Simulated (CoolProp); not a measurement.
Vapour-liquid equilibrium of methanol (1) + isohexane (2) at 117.05 °C; x and y are mole fractions of (1).

Values from CoolProp's multi-fluid Helmholtz-energy mixture model, de Reuck 1993 and Lemmon 2006; pair parameters Bell 2016.

### Question
Give the bubble pressure and the first vapour's composition at x = 0.275, 0.5, 0.725. Is there an azeotrope?

### Answer
x = 0.275: 0.7734 MPa, y = 0.468; x = 0.5: 0.8190 MPa, y = 0.551; x = 0.725: 0.8083 MPa, y = 0.621. y crosses x between x = 0.5 and 0.575: the model has an azeotrope there.

The pair parameters rest on a limited set of measurements; away from them the model extrapolates. With so large a gap from Raoult's law the liquid may split in two, which this calculation doesn't test in full.
